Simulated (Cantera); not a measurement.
What does this Cantera script print?

```python
import numpy as np
import cantera as ct

gas_names = [...]  # 47 gases of nasa_gas.yaml made of Cl, H, N, O, Si
cond_names = """
    H2O(s) H2O(L) NH4CL(a) NH4CL(b) Si(cr) Si(L) SiO2(Lqz) SiO2(hqz) SiO2(L) Si2N2O(s) Si3N4(a)
""".split()


# ... load() reads the species with a 1 bar reference pressure and builds the phases ...
atoms = {
    'SiH2Cl2': {'Si': 1, 'H': 2, 'CL': 2},
    'NO': {'N': 1, 'O': 1},
}
top_T = {'Si2N2O(s)': 2100, 'Si3N4(a)': 2400}  # K; cautious upper limits of use, not melting points


# ... equilibrate(T, P, feed) seeds the gas with the atoms and calls Mixture.equilibrate('TP', solver="vcs", rtol=1e-11, max_steps=5000) ...
results = []
feed = {'SiH2Cl2': 1, 'NO': 2}  # mol
P = 20000  # Pa
for T in [798, 998, 1198, 1398, 1598, 1798, 1998]:
    mix = equilibrate(T, P, feed)
    results.append((T, P, feed, dict(zip(mix.species_names, mix.species_moles))))

top = {s: max(r[3][s] / sum(r[3][g] for g in gas_names) for r in results) for s in gas_names}
cols = sorted((s for s in top if top[s] > 0.0001), key=lambda s: -top[s])[:7]
seen = [c for c in cond_names if any(r[3].get(c, 0) > 1e-12 for r in results)]
print("log10 of partial pressures in bar; condensed amounts in mol")
print(f"{'T/K':>10s}" + "".join(f"{s[:9]:>10s}" for s in cols + seen))
for T, P, feed, n in results:
    ng = sum(n[g] for g in gas_names)
    print(f"{T:10.4g}" + "".join(f"{np.log10(max(n[s] / ng * P / 1e5, 1e-99)):10.3f}" for s in cols)
          + "".join(f"{n.get(c, 0):10.4g}" for c in seen))
```

Output:

```
log10 of partial pressures in bar; condensed amounts in mol
       T/K       HCL        N2        CL        H2       H2O       SiO         H SiO2(Lqz) SiO2(hqz)   SiO2(L)
       798    -0.875    -1.176    -8.744    -7.379    -5.418   -27.591   -15.264         1         0         0
       998    -0.875    -1.176    -6.521    -6.103    -4.855   -19.601   -11.719         0    0.9999         0
      1198    -0.875    -1.176    -5.087    -5.142    -4.486   -14.203    -9.292         0    0.9998         0
      1398    -0.876    -1.176    -4.115    -4.339    -4.225   -10.257    -7.495         0    0.9996         0
      1598    -0.877    -1.176    -3.410    -3.686    -4.030    -7.269    -6.117         0    0.9993         0
      1798    -0.882    -1.177    -2.866    -3.171    -3.845    -5.001    -5.039         0         0    0.9988
      1998    -0.893    -1.181    -2.417    -2.798    -3.415    -3.539    -4.194         0         0    0.9949
```

Method: chemical equilibrium by Gibbs-energy minimisation in Cantera with the NASA 1993 tables (ideal gas, pure condensed phases). The tables' values for SiCl3 are old estimates; treat these amounts as uncertain. The tables hold silica as quartz up to 1696 K and as liquid above; real silica turns to tridymite and cristobalite and melts near 1996 K.
